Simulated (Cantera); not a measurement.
An adiabatic, constant-pressure homogeneous reactor starts with CH4 : O2 : N2 : CO2 = 1 : 3.33 : 12.5 : 3.3 (molar parts), at 1798 K and 0.480 bar. Integrator tolerance rtol = 1e-08.

Cantera simulation using GRI-Mech 3.0 (53 species, 325 reactions); the numbers are that mechanism's predictions, not measurements.

Task: What does this change do: N2 12.5 to 30 parts?

Result: 
```
quantity                                                            before                                    after
---------------------------------  ---------------------------------------  ---------------------------------------
time of steepest temperature rise                                 0.256 ms                                 0.401 ms
temperature at 2.00 s                                               2442 K                                   2250 K
equilibrium temperature                                             2442 K                                   2250 K
x(CH4) at 2.00 s                     <1e-12 (gas-phase equilibrium <1e-12)    <1e-12 (gas-phase equilibrium <1e-12)
x(O2) at 2.00 s                      0.0697 (gas-phase equilibrium 0.0697)    0.0348 (gas-phase equilibrium 0.0348)
x(CO2) at 2.00 s                       0.182 (gas-phase equilibrium 0.182)      0.107 (gas-phase equilibrium 0.107)
x(C2H2) at 2.00 s                    <1e-12 (gas-phase equilibrium <1e-12)    <1e-12 (gas-phase equilibrium <1e-12)
x(HO2) at 2.00 s                   4.21e-6 (gas-phase equilibrium 4.21e-6)  1.07e-6 (gas-phase equilibrium 1.07e-6)
x(H2O) at 2.00 s                     0.0893 (gas-phase equilibrium 0.0893)    0.0505 (gas-phase equilibrium 0.0505)
x(NO) at 2.00 s                      0.0105 (gas-phase equilibrium 0.0105)  0.00578 (gas-phase equilibrium 0.00578)
```

Task: What does this change do: pressure from 0.480 bar to 15.0 bar?

Result: 
| quantity | before | after |
|---|---|---|
| time of steepest temperature rise | 0.256 ms | 14.1 µs |
| temperature at 2.00 s | 2442 K | 2583 K |
| equilibrium temperature | 2442 K | 2583 K |
| x(CH4) at 2.00 s | <1e-12 (gas-phase equilibrium <1e-12) | <1e-12 (gas-phase equilibrium <1e-12) |
| x(O2) at 2.00 s | 0.0697 (gas-phase equilibrium 0.0697) | 0.0630 (gas-phase equilibrium 0.0630) |
| x(CO2) at 2.00 s | 0.182 (gas-phase equilibrium 0.182) | 0.200 (gas-phase equilibrium 0.200) |
| x(C2H2) at 2.00 s | <1e-12 (gas-phase equilibrium <1e-12) | <1e-12 (gas-phase equilibrium <1e-12) |
| x(HO2) at 2.00 s | 4.21e-6 (gas-phase equilibrium 4.21e-6) | 1.36e-5 (gas-phase equilibrium 1.36e-5) |
| x(H2O) at 2.00 s | 0.0893 (gas-phase equilibrium 0.0893) | 0.0941 (gas-phase equilibrium 0.0941) |
| x(NO) at 2.00 s | 0.0105 (gas-phase equilibrium 0.0105) | 0.0128 (gas-phase equilibrium 0.0128) |
The pressure lies above the range GRI-Mech 3.0 was tuned for (to about 10 atm).
